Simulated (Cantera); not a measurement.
Input (Python, Cantera):

```python
import numpy as np
import cantera as ct

gas = ct.Solution("gri30.yaml")
gas.TPX = 1375, 500000, {'CH4': 1, 'H2O': 2.9}
reactor = ct.IdealGasConstPressureReactor(gas, energy="off", clone=False)
net = ct.ReactorNet([reactor])
net.rtol, net.atol = 1e-08, 1e-18
show = ['CH4', 'H2O', 'HCO', 'CH2O', 'CH2CO']
times = np.geomspace(1e-05, 3, 9)

steps = ct.SolutionArray(gas, extra=["t"])
rows = []
print(f"{'t/s':>10s}{'T/K':>9s}{'P/Pa':>11s}" + "".join(f"{s:>11s}" for s in show))
for t in times:
    while net.time < t:
        t_next = net.step()
        steps.append(gas.state, t=t_next)
    rows.append([np.interp(t, steps.t, y) for y in (steps.T, steps.P, *steps(*show).X.T)])
    print(f"{t:10.3e}{rows[-1][0]:9.1f}{rows[-1][1]:11.4g}" + "".join(f"{x:11.3e}" for x in rows[-1][2:]))
rate = np.gradient(steps.T, steps.t)
print("integrator steps:", len(steps.t))
if steps.T.max() > steps.T[0] + 200:
    print(f"time of steepest temperature rise: {steps.t[rate.argmax()]:.4e} s")
gas.TPX = 1375, 500000, {'CH4': 1, 'H2O': 2.9}
gas.equilibrate("TP")
print(f"equilibrium (TP): T = {gas.T:.1f} K  " + "  ".join(f"{s} {gas[s].X[0]:.3e}" for s in show))
```

Output:

```
       t/s      T/K       P/Pa        CH4        H2O        HCO       CH2O      CH2CO
 1.000e-05   1375.0      5e+05  2.564e-01  7.436e-01  6.088e-20  3.746e-13  1.547e-24
 4.838e-05   1375.0      5e+05  2.564e-01  7.436e-01  2.407e-17  3.928e-11  2.353e-20
 2.340e-04   1375.0      5e+05  2.564e-01  7.436e-01  4.152e-15  2.392e-09  1.768e-16
 1.132e-03   1375.0      5e+05  2.563e-01  7.436e-01  5.625e-14  2.801e-08  1.103e-13
 5.477e-03   1375.0      5e+05  2.560e-01  7.436e-01  6.106e-13  2.474e-07  3.772e-11
 2.650e-02   1375.0      5e+05  2.543e-01  7.432e-01  6.210e-12  1.840e-06  1.740e-08
 1.282e-01   1375.0      5e+05  2.453e-01  7.388e-01  9.467e-12  2.510e-06  1.668e-06
 6.201e-01   1375.0      5e+05  2.106e-01  7.182e-01  1.165e-11  2.081e-06  1.017e-05
 3.000e+00   1375.0      5e+05  1.490e-01  6.722e-01  4.749e-11  1.303e-06  1.518e-05
integrator steps: 1074
equilibrium (TP): T = 1375.0 K  CH4 4.195e-05  H2O 2.875e-01  HCO 2.127e-09  CH2O 1.671e-07  CH2CO 6.567e-11
```

Cantera simulation using GRI-Mech 3.0 (53 species, 325 reactions); the numbers are that mechanism's predictions, not measurements.
